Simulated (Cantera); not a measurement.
An isothermal, constant-pressure homogeneous reactor starts with 0.209 % CH2O, 0.427 % O2, 99.4 % N2, equivalence ratio 0.49, at 925 K and 1.70 bar.

Computed with Cantera and GRI-Mech 3.0 (53 species, 325 reactions). Below about 1000 K GRI-Mech 3.0 lacks low-temperature oxidation paths.

**Question.** Predict: x(O2) at 7.00 s; x(O) at 7.00 s; x(H2) at 7.00 s.

**Answer.** 
```
Quantity                                          Result
---------------  ---------------------------------------
x(O2) at 7.00 s  0.00291 (gas-phase equilibrium 0.00219)
x(O) at 7.00 s    1.20e-8 (gas-phase equilibrium <1e-12)
x(H2) at 7.00 s   8.96e-5 (gas-phase equilibrium <1e-12)
```
